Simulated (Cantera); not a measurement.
**SiF₄ + H₂O (silicon oxide and oxynitride deposition)**

Input: 1 mol SiF₄, a varied amount of H₂O, at 1000 °C and 1.33 mbar.

Method: chemical equilibrium by Gibbs-energy minimisation in Cantera with the NASA 1993 tables (ideal gas, pure condensed phases). Candidate condensed phases: H₂O, Si, SiO₂; 38 gas species. The tables hold silica as quartz up to 1696 K and as liquid above; real silica turns to tridymite and cristobalite and melts near 1996 K. Kinetics and transport are ignored.

```
n(H₂O) (mol)  log p H₂O  log p HF  log p SiF₄  log p H₂  log p O₂  log p OH  n SiO₂(β-quartz)
------------  ---------  --------  ----------  --------  --------  --------  ----------------
3.5               -3.43     -3.02       -5.75     -7.03     -7.36     -8.00             0.993
6.3               -3.16     -3.19       -7.00     -6.85     -7.17     -7.82             0.999
9.2               -3.07     -3.32       -7.71     -6.79     -7.11     -7.76             1.000
12                -3.02     -3.42       -8.19     -6.76     -7.08     -7.73             1.000
15                -2.99     -3.50       -8.59     -6.74     -7.06     -7.71             1.000
18                -2.97     -3.57       -8.91     -6.72     -7.05     -7.70             1.000
21                -2.96     -3.63       -9.18     -6.71     -7.04     -7.69             1.000
23                -2.95     -3.67       -9.34     -6.71     -7.03     -7.68             1.000
26                -2.94     -3.72       -9.55     -6.70     -7.03     -7.68             1.000
```
log p: log10 of the partial pressure in bar; n: condensed amount in mol.

From 3.5 mol H₂O to 26 mol H₂O the condensed part is SiO₂(β-quartz). The main Si-bearing gas is SiF₄ throughout.
